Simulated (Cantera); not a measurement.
Input: 1 mol Si, 6.8 mol Cl2, 0.15 mol N2, held at 10.0 mbar.

Equilibrium computed with Cantera from the NASA thermochemical tables; the gas is ideal and each condensed phase is pure. Candidate condensed phases: Si, Si3N4; 13 gas species. The numbers say what is thermodynamically allowed, not how fast it happens. All values below are at 1002 °C.

Base state: Cl2 0.730, SiCl4 0.161, Cl 0.0845, N2 0.0241 (mole fractions); condensed: gas only.

### Question
What changes in the equilibrium state with this change: pressure from 10.0 mbar to 10.0 Pa?

### Answer
```json
[
 {"species": "Cl", "before": "0.0845", "after": "0.550"},
 {"species": "Cl2", "before": "0.730", "after": "0.310"},
 {"species": "SiCl4", "before": "0.161", "after": "0.122"},
 {"species": "N2", "before": "0.0241", "after": "0.0183"},
 {"species": "SiCl3", "before": "1.32e-6", "after": "1.54e-5"}
]
```
The tables' values for SiCl3 are old estimates; treat these amounts as uncertain.
